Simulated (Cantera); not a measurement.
Cantera run, input and output.

```python
import numpy as np
import cantera as ct

gas = ct.Solution("gri30.yaml")
gas.TPX = 723, 28000, {'H2': 1, 'O2': 0.333, 'N2': 1.25, 'NO': 0.0057}
inlet = ct.Reservoir(gas, clone=True)
gas.equilibrate("HP")  # start burning
reactor = ct.IdealGasConstPressureReactor(gas, energy="on", clone=False)
exhaust = ct.Reservoir(gas, clone=True)
tau = [0.27, 0.092, 0.032, 0.011, 0.0038, 0.0013, 0.00046, 0.00016, 5.5e-05][0]
for a, b in ((inlet, reactor), (reactor, exhaust)):
    ct.MassFlowController(a, b, mdot=lambda t: reactor.mass / tau)
net = ct.ReactorNet([reactor])
show = ['H2', 'O2', 'NO', 'HO2', 'H2O']

rows = []
print(f"{'tau/s':>10s}{'T/K':>9s}" + "".join(f"{s:>11s}" for s in show))
for tau in [0.27, 0.092, 0.032, 0.011, 0.0038, 0.0013, 0.00046, 0.00016, 5.5e-05]:
    net.initial_time = 0.0
    net.advance(30 * tau)
    before = gas.X
    net.advance(40 * tau)
    drift = np.max(np.abs(gas.X - before) / (gas.X + 1e-9))
    rows.append([gas.T, *gas[show].X, drift])
    print(f"{tau:10.3e}{gas.T:9.1f}" + "".join(f"{x:11.3e}" for x in gas[show].X))
```

Output:

```
     tau/s      T/K         H2         O2         NO        HO2        H2O
 2.700e-01   2467.1  1.410e-01  4.743e-04  9.630e-04  1.710e-07  2.847e-01
 9.200e-02   2448.4  1.407e-01  5.780e-04  1.158e-03  1.963e-07  2.831e-01
 3.200e-02   2403.0  1.397e-01  8.612e-04  1.503e-03  2.541e-07  2.795e-01
 1.100e-02   2308.9  1.374e-01  1.570e-03  1.942e-03  3.647e-07  2.725e-01
 3.800e-03   2159.2  1.333e-01  2.961e-03  2.261e-03  5.662e-07  2.623e-01
 1.300e-03   1963.6  1.270e-01  5.136e-03  2.367e-03  9.695e-07  2.507e-01
 4.600e-04   1751.2  1.195e-01  8.026e-03  2.355e-03  1.721e-06  2.397e-01
 1.600e-04   1532.1  1.154e-01  1.300e-02  2.314e-03  3.425e-06  2.268e-01
 5.500e-05   1300.1  1.488e-01  3.144e-02  2.274e-03  1.029e-05  1.897e-01
```

Cantera simulation using GRI-Mech 3.0 (53 species, 325 reactions); the numbers are that mechanism's predictions, not measurements. The mechanism lacks 2 NO + O2 → 2 NO2 and HONO, so NO2 and the effect of NO are under-described below about 1400 K.
